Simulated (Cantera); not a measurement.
**Ignition delay**

Mixture: CH4 : O2 : N2 = 1 : 2.11 : 7.92 (molar parts), equivalence ratio 0.95, at 975 Torr, adiabatic and at constant pressure. Ignition delay is the time to a rise of 400 K.

Computed with Cantera and GRI-Mech 3.0 (53 species, 325 reactions).

```json
[
 {"T0 (K)": "1200", "delay (ms)": "35.5"},
 {"T0 (K)": "1275", "delay (ms)": "12.8"},
 {"T0 (K)": "1350", "delay (ms)": "4.97"},
 {"T0 (K)": "1425", "delay (ms)": "2.08"},
 {"T0 (K)": "1500", "delay (ms)": "0.941"},
 {"T0 (K)": "1575", "delay (ms)": "0.463"},
 {"T0 (K)": "1650", "delay (ms)": "0.248"},
 {"T0 (K)": "1725", "delay (ms)": "0.142"}
]
```

```yaml
apparent activation energy between 1575 and 1725 K: 180 kJ/mol
```
